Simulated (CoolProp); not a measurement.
Computed with CoolProp (reference Helmholtz-energy equation of state, Schroeder 2014).

Problem. For ethanol, give the phase and the density (kg/m³), Joule-Thomson coefficient (K/MPa), isothermal compressibility (1/MPa), expansivity (1/kK) at 6.05 °C and 6.58 MPa.

Solution. 
- 6.05 °C and 6.58 MPa: liquid; density 806, Joule-Thomson coefficient -0.388, isothermal compressibility 0.000954, expansivity 1.02
